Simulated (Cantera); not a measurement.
A Cantera script and what it prints.

```python
import numpy as np
import cantera as ct

gas_names = """
    O2 VO2 AL2O CrO3
""".split()
cond_names = """
    Cr(cr) Cr(L) Cr2O3(s) Cr2O3(L) Ti(a) Ti(b) Ti(L) TiO2(ru) TiO2(L) V(cr) V(L) AL(cr) AL(L) Pb(cr)
    Pb(L) PbO(rd) PbO(yw) PbO(L) Nb(cr) Nb(L) Nb2O5(s) Nb2O5(L)
""".split()


# ... load() reads the species with a 1 bar reference pressure and builds the phases ...
species = {s.name: s for s in load("nasa_gas.yaml", gas_names) + load("nasa_condensed.yaml", cond_names)}
# Each term lists the table entries of one substance; the one whose range holds T is used.
reactions = {
    '1.333 Cr + O2(g) = 0.6667 Cr2O3':
        [(-1.3333333333333333, ['Cr(cr)', 'Cr(L)']), (-1, ['O2']), (0.6666666666666666, ['Cr2O3(s)', 'Cr2O3(L)'])],
    'Ti + O2(g) = TiO2':
        [(-1, ['Ti(a)', 'Ti(b)', 'Ti(L)']), (-1, ['O2']), (1, ['TiO2(ru)', 'TiO2(L)'])],
    'V + O2(g) = VO2(g)':
        [(-1, ['V(cr)', 'V(L)']), (-1, ['O2']), (1, ['VO2'])],
    '4 Al + O2(g) = 2 Al2O(g)':
        [(-4, ['AL(cr)', 'AL(L)']), (-1, ['O2']), (2, ['AL2O'])],
    '2 Pb + O2(g) = 2 PbO':
        [(-2, ['Pb(cr)', 'Pb(L)']), (-1, ['O2']), (2, ['PbO(rd)', 'PbO(yw)', 'PbO(L)'])],
    '0.6667 Cr + O2(g) = 0.6667 CrO3(g)':
        [(-0.6666666666666666, ['Cr(cr)', 'Cr(L)']), (-1, ['O2']), (0.6666666666666666, ['CrO3'])],
    '0.8 Nb + O2(g) = 0.4 Nb2O5':
        [(-0.8, ['Nb(cr)', 'Nb(L)']), (-1, ['O2']), (0.4, ['Nb2O5(s)', 'Nb2O5(L)'])],
}


def pick(names, T):
    return next(species[n] for n in names if species[n].thermo.min_temp <= T <= species[n].thermo.max_temp)


results = []
for label, terms in reactions.items():
    print(label)
    print("     T/K   dH/kJ  dS/(J/K)   dG/kJ   log10 K")
    for T in [723, 873, 1023, 1173, 1323]:
        used = [(nu, pick(names, T)) for nu, names in terms]
        dH = sum(nu * s.thermo.h(T) for nu, s in used) / 1e6
        dS = sum(nu * s.thermo.s(T) for nu, s in used) / 1e3
        dG = dH - T * dS / 1e3
        logK = -dG * 1e6 / (ct.gas_constant * T * np.log(10))
        results.append((label, T, dH, dS, dG, logK, [s.name for _, s in used]))
        print(f"{T:8g} {dH:8.1f} {dS:8.1f} {dG:8.1f} {logK:8.2f}")
```

Output:

```
1.333 Cr + O2(g) = 0.6667 Cr2O3
     T/K   dH/kJ  dS/(J/K)   dG/kJ   log10 K
     723   -751.6   -172.3   -627.1    45.30
     873   -750.1   -170.4   -601.4    35.98
    1023   -748.9   -169.1   -575.9    29.41
    1173   -748.1   -168.3   -550.6    24.52
    1323   -747.7   -168.0   -525.4    20.74
Ti + O2(g) = TiO2
     T/K   dH/kJ  dS/(J/K)   dG/kJ   log10 K
     723   -941.5   -179.4   -811.8    58.65
     873   -940.2   -177.7   -785.1    46.97
    1023   -939.0   -176.4   -758.5    38.73
    1173   -942.4   -179.3   -732.0    32.60
    1323   -940.7   -178.0   -705.2    27.84
V + O2(g) = VO2(g)
     T/K   dH/kJ  dS/(J/K)   dG/kJ   log10 K
     723   -236.1     23.8   -253.3    18.30
     873   -237.3     22.3   -256.7    15.36
    1023   -238.6     20.9   -260.0    13.27
    1173   -240.1     19.5   -263.0    11.71
    1323   -241.8     18.1   -265.8    10.50
4 Al + O2(g) = 2 Al2O(g)
     T/K   dH/kJ  dS/(J/K)   dG/kJ   log10 K
     723   -301.4    164.0   -419.9    30.34
     873   -307.1    156.8   -444.0    26.57
    1023   -356.4    104.1   -462.9    23.63
    1173   -362.4     98.6   -478.1    21.29
    1323   -368.5     93.7   -492.5    19.44
2 Pb + O2(g) = 2 PbO
     T/K   dH/kJ  dS/(J/K)   dG/kJ   log10 K
     723   -441.3   -203.9   -293.9    21.23
     873   -438.3   -200.0   -263.6    15.77
    1023   -435.2   -196.8   -233.9    11.94
    1173   -380.3   -149.3   -205.2     9.14
    1323   -374.8   -144.9   -183.2     7.23
0.6667 Cr + O2(g) = 0.6667 CrO3(g)
     T/K   dH/kJ  dS/(J/K)   dG/kJ   log10 K
     723   -196.7    -46.8   -162.9    11.77
     873   -197.0    -47.2   -155.8     9.32
    1023   -197.5    -47.7   -148.7     7.59
    1173   -198.2    -48.4   -141.5     6.30
    1323   -199.2    -49.1   -134.2     5.30
0.8 Nb + O2(g) = 0.4 Nb2O5
     T/K   dH/kJ  dS/(J/K)   dG/kJ   log10 K
     723   -755.9   -171.7   -631.7    45.64
     873   -754.0   -169.3   -606.2    36.27
    1023   -752.1   -167.3   -580.9    29.66
    1173   -750.1   -165.5   -556.0    24.76
    1323   -748.2   -164.0   -531.3    20.98
```

Cantera with NASA thermochemical tables; ideal gases at 1 bar, condensed phases pure. Condensed species are held in their standard states even where they would react or evaporate.
